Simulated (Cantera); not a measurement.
Feed: 1 mol (CH₃)₂SiCl₂, 0.0079 mol C₃H₈, 13 mol H₂, at 1527 °C and 0.00250 bar.

Equilibrium computed with Cantera from the NASA thermochemical tables; the gas is ideal and each condensed phase is pure. Candidate condensed phases: C, C₆H₆, C₇H₈, C₈H₁₈, Si, SiC; 109 gas species. The feed counts by its element totals alone. The tables' values for SiCl are old estimates; treat these amounts as uncertain. Rates play no part.

Base state: H₂ 0.877, HCl 0.114, H 0.00671, SiCl₂ 0.00111, Cl 0.000668, C₂H₂ (acetylene) 0.000154, Si 3.06e-5, SiCl 1.61e-5 (mole fractions); condensed: C(graphite) + SiC(s).

Question: What changes in the equilibrium state with this change: temperature from 1527 °C to 1025 °C?

Answer: 
```tsv
species	before	after
H₂	0.877	0.883
HCl	0.114	0.117
SiCl₂	0.00111	0.000121
H	0.00671	2.01e-5
Si	3.06e-5	<1e-9
SiCl	1.61e-5	1.58e-9
C₂H₂ (acetylene)	0.000154	4.93e-7
Cl	0.000668	2.26e-6
CH₄	1.48e-6	1.55e-5
C(graphite), mol	1.04	1.03
SiC(s), mol	0.980	0.998
```

Question: What changes in the equilibrium state with this change: temperature from 1527 °C to 2177 °C?

Answer: 
| species | before | after |
|---|---|---|
| H₂ | 0.877 | 0.557 |
| H | 0.00671 | 0.300 |
| HCl | 0.114 | 0.0662 |
| Si | 3.06e-5 | 0.0358 |
| Cl | 0.000668 | 0.0253 |
| C₃ | <1e-9 | 8.98e-5 |
| C | <1e-9 | 3.30e-5 |
| SiC₂ | 4.46e-7 | 0.00800 |
| C(graphite), mol | 1.04 | 1.44 |
| SiC(s), mol | 0.980 | 0 |
Gases not in the tables: Si₂H₆ and higher silanes.

Question: What changes in the equilibrium state with this change: temperature from 1527 °C to 1227 °C?

Answer: 
| species | before | after |
|---|---|---|
| H₂ | 0.877 | 0.883 |
| HCl | 0.114 | 0.117 |
| SiCl₂ | 0.00111 | 0.000361 |
| H | 0.00671 | 0.000331 |
| Si | 3.06e-5 | 3.07e-8 |
| SiCl | 1.61e-5 | 1.39e-7 |
| C₂H₂ (acetylene) | 0.000154 | 7.97e-6 |
| Cl | 0.000668 | 3.52e-5 |
| C(graphite), mol | 1.04 | 1.03 |
| SiC(s), mol | 0.980 | 0.994 |
